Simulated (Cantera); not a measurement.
A freely propagating, adiabatic, planar premixed flame of H₂ : O₂ : N₂ = 1 : 0.227 : 0.855 (molar parts), equivalence ratio 2.2, unburnt at 475 K and 5.00 bar; mixture-averaged transport, grid criteria slope 0.08 and curve 0.16, no radiation.

Detailed kinetics in Cantera: the H2/O2 subset of GRI-Mech 3.0, which has no nitrogen chemistry. The hydrogen kinetics of GRI-Mech 3.0 are dated; newer H2 mechanisms differ, most at raised pressure. Burning velocities carry a grid error of a few per cent, more on coarse grids.

Question: How do the results move with these cheaper or finer settings: unity-Lewis-number transport; multicomponent transport; multicomponent+Soret transport; grid criteria slope 0.5, curve 1; grid criteria slope 0.25, curve 0.5; grid criteria slope 0.03, curve 0.06?

Answer: 
```csv
setting,laminar burning velocity,thermal thickness,peak x(H),peak x(O),grid points
as above,575 cm/s,0.0530 mm,0.0460,0.00169,110
unity-Lewis-number transport,356 cm/s,0.0549 mm,0.0479,0.00116,107
multicomponent transport,564 cm/s,0.0537 mm,0.0459,0.00165,110
multicomponent+Soret transport,547 cm/s,0.0518 mm,0.0456,0.00169,110
"grid criteria slope 0.5, curve 1",558 cm/s,0.0688 mm,0.0446,0.00124,37
"grid criteria slope 0.25, curve 0.5",587 cm/s,0.0586 mm,0.0471,0.00164,48
"grid criteria slope 0.03, curve 0.06",572 cm/s,0.0518 mm,0.0457,0.00171,265
```
Unity Lewis numbers drop preferential diffusion, which matters most where H2 and H carry the flame; Soret adds thermal diffusion.
